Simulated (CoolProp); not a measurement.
n-perfluorobutane along the isotherm 436.3 K: fugacity coefficient from the reference equation and from simpler models built on Tc = 386.3 K, pc = 2322 kPa, ω = 0.372; each cubic takes its own stable root.

The numbers come from the reference Helmholtz-energy equation of state, Gao 2022 in CoolProp.

```
p (kPa)          phase  reference
-------  -------------  ---------
645                gas     0.9430
1290               gas     0.8869
1940               gas     0.8312
2580     supercritical     0.7775
3230     supercritical     0.7245
3870     supercritical     0.6748
4520     supercritical     0.6281
5160     supercritical     0.5877
5810     supercritical     0.5529
```

Q: How far does each simpler model (Redlich-Kwong, Soave-Redlich-Kwong, Peng-Robinson) lie from the reference over these 9 states: mean and median of the absolute difference, and the worst?

A: 
- Redlich-Kwong: mean 4.1 %, median 4.3 %, worst -6.4 % at 436.3 K and 5810 kPa
- Soave-Redlich-Kwong: mean 0.9 %, median 0.3 %, worst +2.7 % at 436.3 K and 5810 kPa
- Peng-Robinson: mean 3.1 %, median 3.4 %, worst -3.9 % at 436.3 K and 3870 kPa
